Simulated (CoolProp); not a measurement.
The fluid at 293.15 K and 2.94 MPa expands adiabatically to 0.337 MPa with isentropic efficiency 0.7. The same conditions are run with several fluids, on thermodynamics alone (safety and materials aside).

Values from CoolProp's reference Helmholtz-energy equation of state of each fluid (oxygen: Schmidt 1985; carbon monoxide: Lemmon 2006; CF4 (R14): Platzer 1990; C2F6 (R116): Lemmon 2006; nitrous oxide: Lemmon 2006). The equations of Platzer and Polt are older, rougher fits.

```
fluid            work (kJ/kg)  final temperature (K)                       final phase  final density (kg/m³)
---------------  ------------  ---------------------  --------------------------------  ---------------------
oxygen                   83.8                  195.1                               gas                      …
carbon monoxide             …                  195.0                               gas                   5.88
CF4 (R14)                   …                  226.0                               gas                      …
C2F6 (R116)              16.0                  224.1                               gas                   27.7
nitrous oxide               …                  207.7  two-phase, vapour fraction 0.960                      …
```

Task: Complete the blanks.

Result: 
- oxygen, final density (kg/m³): 6.72
- carbon monoxide, work (kJ/kg): 96.1
- CF4 (R14), work (kJ/kg): 32.4
- CF4 (R14), final density (kg/m³): 16.3
- nitrous oxide, work (kJ/kg): 57.2
- nitrous oxide, final density (kg/m³): 9.53
